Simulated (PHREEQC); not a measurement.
# Sulfide liquor (model solution)

Dissolve 15 mmol/kgw NH4HS at 75 °C. Closed to the air; pH follows from the charge balance.

The numbers come from PHREEQC with the ion-association model, phreeqc.dat.

This is a speciation only: nothing precipitates in the calculation.

Task: What pH, specific conductance does the model give?

Result: pH 7.25; specific conductance 3840 µS/cm.

Task: In which forms is S present?

Result: HS- 85 %, H2S 15 % of the S.

At this temperature some constants are extrapolated from 25 °C, and those without enthalpy data are left unchanged.
